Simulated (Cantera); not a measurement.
A closed system holds: 1 mol CH3Cl, 0.067 mol Si, 0.94 mol H2, 0.037 mol HCl, equilibrated at 2348 K and 0.0698 Torr.

Method: chemical equilibrium by Gibbs-energy minimisation in Cantera with the NASA 1993 tables (ideal gas, pure condensed phases). Candidate condensed phases: C, C6H6, C7H8, C8H18, Si, SiC; 109 gas species. The tables' values for SiCl are old estimates; treat these amounts as uncertain. Rates play no part.

Base state: H 0.569, H2 0.197, Cl 0.147, HCl 0.0712, Si 0.0120, SiC2 0.00194, C2H2 (acetylene) 0.00108, C3 0.000429 (mole fractions); condensed: C(graphite).

What changes in the equilibrium state with this change: temperature from 2348 K to 1623.15 K?


```json
[
 {"species": "H2", "before": "0.197", "after": "0.654"},
 {"species": "HCl", "before": "0.0712", "after": "0.331"},
 {"species": "SiCl2", "before": "3.40e-5", "after": "0.00667"},
 {"species": "H", "before": "0.569", "after": "0.00580"},
 {"species": "Si", "before": "0.0120", "after": "1.92e-5"},
 {"species": "Cl", "before": "0.147", "after": "0.00232"},
 {"species": "C3", "before": "0.000429", "after": "<1e-9"},
 {"species": "C", "before": "0.000193", "after": "<1e-9"},
 {"species": "C(graphite), mol", "before": "0.962", "after": "0.953"},
 {"species": "SiC(s), mol", "before": "0", "after": "0.0468"}
]
```
The tables' values for SiCl3, SiCl are old estimates; treat these amounts as uncertain.

What changes in the equilibrium state with this change: temperature from 2348 K to 3300 K?


```
species             before     after
----------------  --------  --------
H                    0.569     0.702
Cl                   0.147     0.148
C                 0.000193     0.137
H2                   0.197  0.000344
HCl                 0.0712  0.000108
Si                  0.0120   0.00957
C2H2 (acetylene)   0.00108   1.67e-8
SiCl2              3.40e-5     <1e-9
C(graphite), mol     0.962         0
```
